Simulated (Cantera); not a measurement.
Feed: 1 mol Al(CH₃)₃, 0.43 mol O₂, 3.3 mol N₂, equilibrated at 1100 K and 90.0 Torr.

These are equilibrium values from Cantera (NASA tables, ideal gas, pure condensed phases), not measurements of a reactor. Candidate condensed phases: Al, AlN, Al₂O₃, C, C₆H₆, C₇H₈, C₈H₁₈, H₂O; 148 gas species. The feed counts by its element totals alone. Mutual solubility and eutectic melting of coexisting phases are not modelled. Rates play no part.

Base state: H₂ 0.591, N₂ 0.407, CH₄ 0.00150, CO 5.29e-5, NH₃ 1.11e-5, HCN 1.09e-5 (mole fractions); condensed: AlN(s) + Al₂O₃(s) + C(graphite).

### Question
What changes in the equilibrium state with this change: temperature from 1100 K to 1998.15 K?

### Answer
| species | before | after |
|---|---|---|
| H₂ | 0.591 | 0.544 |
| N₂ | 0.407 | 0.339 |
| CO | 5.29e-5 | 0.105 |
| Al | <1e-9 | 0.000818 |
| H | 5.74e-8 | 0.00342 |
| AlH | <1e-9 | 5.87e-5 |
| C₂H₂ (acetylene) | 7.87e-9 | 0.000413 |
| AlN(s), mol | 0.427 | 0.993 |
| Al₂O₃(s), mol | 0.287 | 0 |
| C(graphite), mol | 2.99 | 2.08 |
